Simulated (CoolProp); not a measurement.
Vapour-liquid equilibrium of R1234ze(E) (1) + R227EA (2) at 0.000498 MPa; x and y are mole fractions of (1).

The numbers come from the multi-fluid Helmholtz-energy mixture model, Thol 2016 and Lemmon 2016; pair parameters Bell 2023 in CoolProp.

```json
[
 {"x": "0.05", "bubble temperature, mixture model (°C)": "-95.1", "bubble temperature, Raoult's law (°C)": "-95.1", "y, mixture model": "0.064", "y, Raoult's law": "0.062"},
 {"x": "0.15", "bubble temperature, mixture model (°C)": "-95.4", "bubble temperature, Raoult's law (°C)": "-95.3", "y, mixture model": "0.187", "y, Raoult's law": "0.181"},
 {"x": "0.25", "bubble temperature, mixture model (°C)": "-95.7", "bubble temperature, Raoult's law (°C)": "-95.6", "y, mixture model": "0.303", "y, Raoult's law": "0.294"},
 {"x": "0.35", "bubble temperature, mixture model (°C)": "-95.9", "bubble temperature, Raoult's law (°C)": "-95.8", "y, mixture model": "0.410", "y, Raoult's law": "0.403"},
 {"x": "0.45", "bubble temperature, mixture model (°C)": "-96.2", "bubble temperature, Raoult's law (°C)": "-96.0", "y, mixture model": "0.511", "y, Raoult's law": "0.506"},
 {"x": "0.55", "bubble temperature, mixture model (°C)": "-96.4", "bubble temperature, Raoult's law (°C)": "-96.2", "y, mixture model": "0.606", "y, Raoult's law": "0.605"},
 {"x": "0.65", "bubble temperature, mixture model (°C)": "-96.6", "bubble temperature, Raoult's law (°C)": "-96.4", "y, mixture model": "0.697", "y, Raoult's law": "0.700"},
 {"x": "0.75", "bubble temperature, mixture model (°C)": "-96.8", "bubble temperature, Raoult's law (°C)": "-96.6", "y, mixture model": "0.785", "y, Raoult's law": "0.790"},
 {"x": "0.85", "bubble temperature, mixture model (°C)": "-96.9", "bubble temperature, Raoult's law (°C)": "-96.8", "y, mixture model": "0.871", "y, Raoult's law": "0.877"},
 {"x": "0.95", "bubble temperature, mixture model (°C)": "-97.1", "bubble temperature, Raoult's law (°C)": "-97.0", "y, mixture model": "0.957", "y, Raoult's law": "0.960"}
]
```

The largest gap from Raoult's law is -0.2 K in bubble temperature, at x = 0.55. No azeotrope shows between x = 0.05 and 0.95.

Pair parameters are fitted to limited data, so mixtures are less certain than the pure fluids.
